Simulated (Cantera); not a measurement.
A closed system holds: 1 mol TEOS, 12 mol CO2, 87 mol H2, held at 700 K and 100000 Pa.

Method: chemical equilibrium by Gibbs-energy minimisation in Cantera with the NASA 1993 tables (ideal gas, pure condensed phases). Candidate condensed phases: C, C6H6, C7H8, C8H18, H2O, Si, SiC, SiO2; 123 gas species. The feed counts by its element totals alone. Equilibrium is a limit: real reactors are often held back by kinetics, nucleation or transport.

**Question.** What is the equilibrium state?

**Answer.** 
```json
{
 "x(H2)": "0.411",
 "x(H2O)": "0.330",
 "x(CH4)": "0.255",
 "x(CO2)": "0.00252",
 "x(CO)": "0.000333",
 "n(SiO2(α-quartz))": "1.00 mol",
 "gas_amount": "77.44 mol",
 "log10 activity of C(graphite) (absent)": "-0.75",
 "log10 activity of Si(s) (absent)": "-27.10"
}
```
